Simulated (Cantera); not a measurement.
A closed system holds: 1 mol SiH2Cl2, 0.0035 mol Cl2, 24 mol N2, equilibrated at 0.133 bar.

Cantera equilibrium calculation (NASA polynomials, part measured and part estimated; ideal gas, pure solids and liquids). Candidate condensed phases: NH4Cl, Si, Si3N4; 28 gas species. N2 is the only nitrogen source here; it is nearly inert below about 1500 K, so the nitride shown seldom forms there in practice. Rates play no part.

Over these rows the condensed part is Si3N4(s). Partial pressures as log10 of bar:

```json
[
 {"T (K)": "1348", "1000/T (1/K)": "0.7418", "log p SiCl2": "-4.21", "log p N2": "-0.91", "log p HCl": "-2.12", "log p H2": "-2.83"},
 {"T (K)": "1398", "1000/T (1/K)": "0.7153", "log p SiCl2": "-3.85", "log p N2": "-0.91", "log p HCl": "-2.12", "log p H2": "-2.83"},
 {"T (K)": "1448", "1000/T (1/K)": "0.6906", "log p SiCl2": "-3.54", "log p N2": "-0.91", "log p HCl": "-2.13", "log p H2": "-2.81"},
 {"T (K)": "1498", "1000/T (1/K)": "0.6676", "log p SiCl2": "-3.27", "log p N2": "-0.91", "log p HCl": "-2.14", "log p H2": "-2.79"},
 {"T (K)": "1548", "1000/T (1/K)": "0.6460", "log p SiCl2": "?", "log p N2": "-0.91", "log p HCl": "-2.16", "log p H2": "-2.75"},
 {"T (K)": "1598", "1000/T (1/K)": "0.6258", "log p SiCl2": "-2.88", "log p N2": "-0.91", "log p HCl": "-2.19", "log p H2": "-2.71"}
]
```

### Question
Fit log p(SiCl2) = a + b·(1000/T) to the five rows, give the apparent enthalpy, and predict the row at 1548 K.

### Answer
Means: 1000/T = 0.6882, log p = -3.550. Sxy = -0.091058, Sxx = 0.0079312, so b = -11.48 and a = -3.550 − (-11.48)×0.6882 = 4.35.
Apparent enthalpy: −19.145 × (-11.48) = 220 kJ/mol. With the condensed phases at unit activity, 1/3 Si3N4(s) + 2 HCl(g) = SiCl2(g) + 2/3 N2(g) + H2(g) links this pressure to the main gases: over the six rows their terms move log p by -0.26 in all, so the slope isn't that reaction's ΔH° alone. The five rows lie within 0.05 of the line.
Prediction at 1548 K: 4.35 + (-11.48)×0.6460 = -3.07. The computed value is -3.05, 0.02 from the line.
